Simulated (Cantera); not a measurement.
Charge: 1 mol CCl4, 0.52 mol F2, 0.41 mol H2, held at 13.3 mbar.

These are equilibrium values from Cantera (NASA tables, ideal gas, pure condensed phases), not measurements of a reactor. Candidate condensed phases: C, C6H6, C7H8, C8H18; 135 gas species. Ions and electrons are included (thermal ionisation). Rates play no part.

### Question
What share of the C ends up in condensed phases as a function of T (K), at 3000, 3500, 4000, 4500, 5000?

### Answer
```csv
T (K),C condensed (%),as
3000,52.3,C(graphite)
3500,0.0,-
4000,0.0,-
4500,0.0,-
5000,0.0,-
```
